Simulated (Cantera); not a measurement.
**Halide evaporation, hydrolysis and transport: NaBr + H2**

Charge: 1 mol NaBr, 15 mol H2, equilibrated at 0.0690 Torr.

These are equilibrium values from Cantera (NASA tables, ideal gas, pure condensed phases), not measurements of a reactor. Candidate condensed phases: Br2, Na, NaBr; 9 gas species. The numbers say what is thermodynamically allowed, not how fast it happens.

From 1023 K to 1923 K nothing is condensed. The main Na-bearing gas is NaBr at 1023 K and Na at 1923 K.

```
T (K)   x H2       x H  x NaBr      x Na      x Br     x HBr
-----  -----  --------  ------  --------  --------  --------
1023   0.937   4.18e-7  0.0624  0.000124   7.78e-8  0.000124
1098   0.937   2.50e-6  0.0622  0.000294   6.23e-7  0.000293
1173   0.937   1.19e-5  0.0619  0.000621   3.82e-6  0.000617
1248   0.936   4.71e-5  0.0613   0.00120   1.88e-5   0.00118
1323   0.935  0.000160  0.0603   0.00216   7.64e-5   0.00208
1398   0.934  0.000477  0.0587   0.00366  0.000264   0.00340
1473   0.931   0.00127  0.0563   0.00592  0.000783   0.00514
1548   0.926   0.00309  0.0528   0.00922   0.00202   0.00720
1623   0.918   0.00690  0.0478    0.0139   0.00458   0.00931
1698   0.904    0.0143  0.0410    0.0201   0.00907    0.0110
1773   0.884    0.0279  0.0325    0.0277    0.0158    0.0119
1848   0.854    0.0511  0.0232    0.0358    0.0241    0.0117
1923   0.811    0.0885  0.0146    0.0428    0.0324    0.0103
```
x: gas mole fraction; nothing condenses.
